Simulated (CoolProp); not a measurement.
Vapour-liquid equilibrium of CH2F2 (R32) (1) + dimethyl ether (2) at 0.256 bar; x and y are mole fractions of (1).

Computed with CoolProp (multi-fluid Helmholtz-energy mixture model, Tillner-Roth 1997 and Wu 2011; pair parameters Bell 2016).

| x | bubble temperature, mixture model (K) | bubble temperature, Raoult's law (K) | y, mixture model | y, Raoult's law |
|---|---|---|---|---|
| 0.05 | 218.7 | 218.5 | 0.157 | 0.169 |
| 0.125 | 215.7 | 215.5 | 0.350 | 0.360 |
| 0.2 | 213.0 | 212.9 | 0.498 | 0.501 |
| 0.275 | 210.6 | 210.7 | 0.612 | 0.607 |
| 0.35 | 208.4 | 208.7 | 0.698 | 0.689 |
| 0.425 | 206.5 | 207.0 | 0.765 | 0.755 |
| 0.5 | 204.9 | 205.4 | 0.817 | 0.808 |
| 0.575 | 203.5 | 204.0 | 0.857 | 0.852 |
| 0.65 | 202.2 | 202.7 | 0.891 | 0.889 |
| 0.725 | 201.1 | 201.5 | 0.919 | 0.920 |
| 0.8 | 200.1 | 200.4 | 0.943 | 0.946 |
| 0.875 | 199.2 | 199.4 | 0.965 | 0.969 |
| 0.95 | 198.4 | 198.4 | 0.986 | 0.988 |

The largest gap from Raoult's law is -0.5 K in bubble temperature, at x = 0.575. No azeotrope shows between x = 0.05 and 0.95.

The pair parameters rest on a limited set of measurements; away from them the model extrapolates. The gap from Raoult's law changes sign with composition, which may be real or a fault of the pair parameters; it wasn't checked against measurements.
